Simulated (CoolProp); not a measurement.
Values from CoolProp's reference Helmholtz-energy equation of state, Thol 2017.

**Question.** For octamethyltrisiloxane (MDM), give the phase and the Z, cp (kJ/(kg K)), cv (kJ/(kg K)), speed of sound (m/s) at 525.3 K and 1.76 MPa; 531.5 K and 1.76 MPa; 550.1 K and 1.76 MPa.

**Answer.** 
- 525.3 K and 1.76 MPa: liquid; Z 0.178, cp 2.43, cv 2.03, speed of sound 251
- 531.5 K and 1.76 MPa: liquid; Z 0.180, cp 2.46, cv 2.04, speed of sound 232
- 550.1 K and 1.76 MPa: liquid; Z 0.192, cp 2.62, cv 2.09, speed of sound 172
